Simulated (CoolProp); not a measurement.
R365MFC along the isotherm 214.75 °C: fugacity coefficient from the reference equation and from simpler models built on Tc = 186.9 °C, pc = 32.66 bar, ω = 0.377; each cubic takes its own stable root.

Values from CoolProp's reference Helmholtz-energy equation of state, Lemmon 2016.

```tsv
p (bar)	phase	reference
6.8	gas	0.9383
13.6	gas	0.8788
20.4	gas	0.8215
27.2	gas	0.7661
34	supercritical	0.7125
40.8	supercritical	0.6603
47.6	supercritical	0.6088
54.4	supercritical	0.5597
61.2	supercritical	0.5181
68	supercritical	0.4838
74.9	supercritical	0.4552
81.7	supercritical	0.4316
```

Task: How far does each simpler model (Redlich-Kwong, Soave-Redlich-Kwong) lie from the reference over these 12 states: mean and median of the absolute difference, and the worst?

Result: 
- Redlich-Kwong: mean 0.5 %, median 0.5 %, worst -1.1 % at 214.75 °C and 54.4 bar
- Soave-Redlich-Kwong: mean 3.1 %, median 2.7 %, worst +6.2 % at 214.75 °C and 81.7 bar
